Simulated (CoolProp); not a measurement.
Vapour-liquid equilibrium of n-hexane (1) + cyclohexane (2) at 153.85 °C; x and y are mole fractions of (1).

Values from CoolProp's multi-fluid Helmholtz-energy mixture model, Thol 2019 and Zhou 2014; pair parameters Bell 2016.

| x | bubble pressure (kPa) | y at the bubble point | dew pressure at overall composition x (kPa) | liquid density (mol/L) |
|---|---|---|---|---|
| 0.05 | ? | 0.067 | 606.7 | 7.501 |
| 0.2 | 647.3 | ? | 637.0 | 7.230 |
| 0.35 | 681.6 | 0.412 | 668.4 | 6.973 |
| 0.5 | ? | 0.560 | 700.5 | ? |
| 0.65 | 744.1 | 0.699 | ? | 6.491 |
| 0.8 | 773.5 | 0.831 | 766.5 | 6.266 |
| 0.95 | ? | 0.959 | 800.2 | 6.049 |

### Question
What belongs in the gaps?

### Answer

- 0.05, bubble pressure (kPa): 610.1
- 0.2, y at the bubble point: 0.250
- 0.5, bubble pressure (kPa): 713.6
- 0.5, liquid density (mol/L): 6.726
- 0.65, dew pressure at overall composition x (kPa): 733.3
- 0.95, bubble pressure (kPa): 802.1

No azeotrope shows between x = 0.05 and 0.95.

Pair parameters are fitted to limited data, so mixtures are less certain than the pure fluids.
